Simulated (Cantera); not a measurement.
Predominance diagram of Ca at 1627 °C against the partial pressures of O2 and Cl2 (log10, bar). Standard-state values (1 bar) from the NASA 1993 polynomials, evaluated with Cantera. Candidates: Ca(l), CaCl2(l), CaO(s). Only these pure phases compete in this equilibrium. Not in the tables: oxide halides.

Question: Which phase is stable at these pairs, and which metal-bearing vapour leads over it? (-13.7, -6.3); (-3.2, -8.1); (-11.6, -3.6); (-9.5, -8.1); (-10.6, -1.8); (-13.7, -1.8); (-5.3, -5.4)

Answer: 
| log p(O2) | log p(Cl2) | phase | chief vapour | log p (bar) |
|---|---|---|---|---|
| -13.7 | -6.3 | CaCl2(l) | CaCl2 | -0.9 |
| -3.2 | -8.1 | CaO(s) | CaCl2 | -4.6 |
| -11.6 | -3.6 | CaCl2(l) | CaCl2 | -0.9 |
| -9.5 | -8.1 | CaO(s) | CaCl2 | -1.4 |
| -10.6 | -1.8 | CaCl2(l) | CaCl2 | -0.9 |
| -13.7 | -1.8 | CaCl2(l) | CaCl2 | -0.9 |
| -5.3 | -5.4 | CaCl2(l) | CaCl2 | -0.9 |
